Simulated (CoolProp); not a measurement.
A single-stage vapour-compression cycle with sulfur hexafluoride: evaporating at 271.15 K (dew point), condensing at 298.15 K (bubble point), superheat 5 K, subcooling 2 K, compressor efficiency 0.65, no pressure losses. Each further row changes one setting.

Computed with CoolProp (reference Helmholtz-energy equation of state, Guder 2009).

```
case                              cooling COP  pressure ratio  discharge temperature (K)  refrigerating effect (kJ/kg)  volumetric capacity (kJ/m³)
--------------------------------  -----------  --------------  -------------------------  ----------------------------  ---------------------------
as stated                                 [?]            2.00                      308.2                          61.8                         5860
evaporating temperature 276.15 K          [?]            1.74                      307.3                          63.6                         6970
condensing temperature 293.15 K          6.32            1.77                        [?]                          67.7                         6410
subcooling 7 K                           5.29            2.00                      308.2                           [?]                         6440
superheat 15 K                            [?]            2.00                      317.5                          69.4                         6120
compressor efficiency 0.55               4.07            2.00                      310.6                          61.8                         5860
```

Fill in the missing entries.


- as stated, cooling COP: 4.81
- evaporating temperature 276.15 K, cooling COP: 6.22
- condensing temperature 293.15 K, discharge temperature (K): 302.4
- subcooling 7 K, refrigerating effect (kJ/kg): 67.9
- superheat 15 K, cooling COP: 4.97
